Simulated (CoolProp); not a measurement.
Properties of R123 along the isobar 3.07 MPa.

The numbers come from the reference Helmholtz-energy equation of state, Younglove 1994 in CoolProp. It is a modified Benedict-Webb-Rubin equation, recast in Helmholtz form.

```tsv
T (°C)	phase	density (kg/m³)	isothermal compressibility (1/MPa)	expansivity (1/kK)	viscosity (µPa s)	fugacity coefficient
111.45	liquid	(withheld)	0.006943	(withheld)	177	0.2945
121.85	liquid	1188	0.008774	3.187	160	0.3515
132.35	liquid	1146	0.01155	3.677	143	0.4142
142.85	liquid	1099	0.01611	4.419	127	0.4817
153.35	liquid	(withheld)	0.02479	5.700	112	0.5529
163.85	liquid	969.8	0.04701	8.590	95.9	0.6265
174.35	gas	244.3	1.101	26.01	21.3	0.6938
184.85	gas	204.0	0.6838	12.38	20.0	0.7212
195.35	gas	183.1	0.5682	(withheld)	19.7	0.7444
205.85	gas	168.8	0.5099	6.934	19.6	0.7647
216.35	gas	157.9	0.4739	5.834	19.6	0.7829
226.85	gas	149.1	0.4491	5.084	19.7	0.7993
```

Task: What belongs in the gaps?

Result: 
- 111.45, density (kg/m³): 1226
- 111.45, expansivity (1/kK): 2.840
- 153.35, density (kg/m³): 1043
- 195.35, expansivity (1/kK): 8.735

Viscosity comes from a separate model (Tanaka 1996).
